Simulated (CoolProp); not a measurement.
Computed with CoolProp (reference Helmholtz-energy equation of state, Span 2000).

**Question.** Give the vapour pressure (MPa), liquid cp (kJ/(kg K)), liquid viscosity (µPa s) of saturated nitrogen at 97.2, 99.6, 102 K.

**Answer.** 
```
T (K)  p (MPa)  liquid cp (kJ/(kg K))  liquid viscosity (µPa s)
-----  -------  ---------------------  ------------------------
97.2     0.637                   2.25                      82.4
99.6     0.757                   2.31                      76.7
102      0.892                   2.37                      71.4
```

Viscosity comes from a separate model (Lemmon 2004).
